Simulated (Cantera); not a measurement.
An adiabatic, constant-pressure homogeneous reactor starts with CO : H2 : CH4 : O2 : N2 : CO2 = 1 : 1.5 : 0.035 : 1.81 : 6.8 : 1.8 (molar parts), at 1550 K and 10.0 bar. Integrator tolerance rtol = 1e-08.

Detailed kinetics in Cantera: GRI-Mech 3.0 (53 species, 325 reactions).

Problem. What does this change do: initial temperature 1550 to 1050 K?

Solution. 
```
quantity                                                            before                                      after
---------------------------------  ---------------------------------------  -----------------------------------------
time of steepest temperature rise                                  1.89 µs                                    2.45 ms
temperature at 0.300 s                                              2637 K                                     2343 K
equilibrium temperature                                             2637 K                                     2343 K
x(CO) at 0.300 s                     0.0235 (gas-phase equilibrium 0.0235)    0.00564 (gas-phase equilibrium 0.00564)
x(H2) at 0.300 s                   0.00209 (gas-phase equilibrium 0.00209)  0.000548 (gas-phase equilibrium 0.000548)
x(CH4) at 0.300 s                    <1e-12 (gas-phase equilibrium <1e-12)      <1e-12 (gas-phase equilibrium <1e-12)
x(C2H6) at 0.300 s                   <1e-12 (gas-phase equilibrium <1e-12)      <1e-12 (gas-phase equilibrium <1e-12)
x(C2H2) at 0.300 s                   <1e-12 (gas-phase equilibrium <1e-12)      <1e-12 (gas-phase equilibrium <1e-12)
x(OH) at 0.300 s                   0.00931 (gas-phase equilibrium 0.00931)    0.00366 (gas-phase equilibrium 0.00366)
x(CH2CO) at 0.300 s                  <1e-12 (gas-phase equilibrium <1e-12)      <1e-12 (gas-phase equilibrium <1e-12)
```

Problem. What does this change do: initial temperature 1550 to 1823 K?

Solution. 
```csv
quantity,before,after
time of steepest temperature rise,1.89 µs,0.840 µs
temperature at 0.300 s,2637 K,2766 K
equilibrium temperature,2637 K,2766 K
x(CO) at 0.300 s,0.0235 (gas-phase equilibrium 0.0235),0.0374 (gas-phase equilibrium 0.0374)
x(H2) at 0.300 s,0.00209 (gas-phase equilibrium 0.00209),0.00329 (gas-phase equilibrium 0.00329)
x(CH4) at 0.300 s,<1e-12 (gas-phase equilibrium <1e-12),<1e-12 (gas-phase equilibrium <1e-12)
x(C2H6) at 0.300 s,<1e-12 (gas-phase equilibrium <1e-12),<1e-12 (gas-phase equilibrium <1e-12)
x(C2H2) at 0.300 s,<1e-12 (gas-phase equilibrium <1e-12),<1e-12 (gas-phase equilibrium <1e-12)
x(OH) at 0.300 s,0.00931 (gas-phase equilibrium 0.00931),0.0132 (gas-phase equilibrium 0.0132)
x(CH2CO) at 0.300 s,<1e-12 (gas-phase equilibrium <1e-12),<1e-12 (gas-phase equilibrium <1e-12)
```
